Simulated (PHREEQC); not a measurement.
Dissolve 0.0016 mol K2CO3 and 0.021 mol H3BO3 per kg of water at 5 °C. Closed to the air; pH follows from the charge balance.

All values are PHREEQC results (ion-association model, wateq4f.dat), not measurements.

Task: The ionic strength comes out as 0.00321 mol/kgw. What activity coefficients do H2BO3-, K+, HCO3-, CO3-2 get?

Result: H2BO3- 0.94, K+ 0.94, HCO3- 0.94, CO3-2 0.79.

This is a speciation only: nothing precipitates in the calculation. Species that the database lacks are ignored. Away from 25 °C the constants follow the database's enthalpies or fits; those with neither stay at their 25 °C values.
